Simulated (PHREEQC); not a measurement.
0.33 g of hydrous ferric oxide (600 m²/g; 0.2 weak and 0.005 strong sites per Fe, Dzombak-Morel constants, diffuse double layer) in 1 kg of water with 0.01 mol/kgw of an inert sodium salt and 3.9e-06 mol NiCl2 and 8.9e-07 mol MgCl2, at 25 °C; the pH is set by adding NaOH or the inert anion's acid. O2 is buffered at 0.21 atm. The system is closed to CO2. Precipitation was switched off in this run.

All values are PHREEQC results (ion-association model, wateq4f.dat), not measurements.

Q: Predict Ni sorbed (%) at pH = 4.12, 5.62, 6.38, 7.88.

A: 
```
pH    Ni sorbed (%)
----  -------------
4.12            0.0
5.62            5.9
6.38           57.3
7.88           99.9
```

The oxide is taken as insoluble; below pH 4 it would dissolve.
